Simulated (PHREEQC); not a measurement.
**Copper plating or etch bath: an equilibrium model**

Consider water at 14 °C and 500 atm with 0.0215 mol/kgw Cu(BF4)2 and 0.000205 mol/kgw Na2SO4. Closed to the air; pH follows from the charge balance.

Model: ion-association model, phreeqc.dat, run in PHREEQC.

No solid was allowed to form.

Predict the pH, ionic strength.

pH 2.69; ionic strength 0.0667 mol/kgw.

In which forms is Cu present?

Cu+2 98 %, CuF+ 1.3 % of the Cu.

Under pressure, the constants of complexes without a molar volume in the database are unreliable. At this temperature some constants are extrapolated from 25 °C, and those without enthalpy data are left unchanged. Real BF4- forms and hydrolyses slowly; the run takes it at equilibrium.
